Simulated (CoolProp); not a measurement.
Vapour-liquid equilibrium of propane (1) + R134a (2) at 239.1 K; x and y are mole fractions of (1).

Computed with CoolProp (multi-fluid Helmholtz-energy mixture model, Lemmon 2009 and Tillner-Roth 1994; pair parameters Bell 2016).

### Question
Give the bubble pressure and the first vapour's composition at x = 0.05, 0.55, 0.95. Is there an azeotrope?

### Answer
x = 0.05: 109.6 kPa, y = 0.386; x = 0.55: 176.4 kPa, y = 0.666; x = 0.95: 157.8 kPa, y = 0.868. y crosses x between x = 0.65 and 0.75: the model has an azeotrope there.

Pair parameters are fitted to limited data, so mixtures are less certain than the pure fluids. With so large a gap from Raoult's law the liquid may split in two, which this calculation doesn't test in full.
